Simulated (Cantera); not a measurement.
Feed: 1 mol Fe2O3, a varied amount of H2, equilibrated at 1748.15 K and 0.100 bar.

Method: chemical equilibrium by Gibbs-energy minimisation in Cantera with the NASA 1993 tables (ideal gas, pure condensed phases). Candidate condensed phases: Fe, FeO, Fe(OH)2, Fe(OH)3, Fe2O3, Fe3O4, H2O; 12 gas species. Equilibrium is a limit: real reactors are often held back by kinetics, nucleation or transport.

Problem. At 38 mol H2, list the 4 most abundant gas species with their mole fractions, and the condensed phases.

Solution. H2 0.920, H2O 0.0789, H 0.000694, Fe 0.000135. Condensed: Fe(δ).
